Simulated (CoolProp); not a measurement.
Values from CoolProp's reference Helmholtz-energy equation of state, Gao 2022.

For n-perfluorohexane, give the phase and the expansivity (1/kK), fugacity coefficient at 64.75 °C and 554 kPa; 112.75 °C and 554 kPa; 144.85 °C and 554 kPa.


- 64.75 °C and 554 kPa: liquid; expansivity 2.11, fugacity coefficient 0.226
- 112.75 °C and 554 kPa: liquid; expansivity 3.43, fugacity coefficient 0.735
- 144.85 °C and 554 kPa: gas; expansivity 4.44, fugacity coefficient 0.859
